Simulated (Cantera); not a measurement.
Charge: 1 mol PbO, 0.86 mol C, 0.1 mol H2, 3 mol CO, at 3.60 bar.

Method: chemical equilibrium by Gibbs-energy minimisation in Cantera with the NASA 1993 tables (ideal gas, pure condensed phases). Candidate condensed phases: C, C6H6, C7H8, C8H18, H2O, Pb, PbO, PbO2, Pb3O4; 113 gas species. Gases not in the tables: (PbO)n polymers. The numbers say what is thermodynamically allowed, not how fast it happens. All values below are at 2023 K.

Base state: CO 0.753, Pb 0.200, CO2 0.0254, H2 0.0174, H2O 0.00273, Pb2 0.000672, PbO 0.000155, H 0.000132 (mole fractions); condensed: gas only.

Problem. What changes in the equilibrium state with this change: CO from 3 to 1.3 mol?

Solution. 
| species | before | after |
|---|---|---|
| CO | 0.753 | 0.649 |
| Pb | 0.200 | 0.280 |
| CO2 | 0.0254 | 0.0374 |
| H2 | 0.0174 | 0.0250 |
| H2O | 0.00273 | 0.00672 |
| PbO | 0.000155 | 0.000372 |
| Pb2 | 0.000672 | 0.00131 |
| H | 0.000132 | 0.000158 |
| Pb(l), mol | 0 | 0.111 |
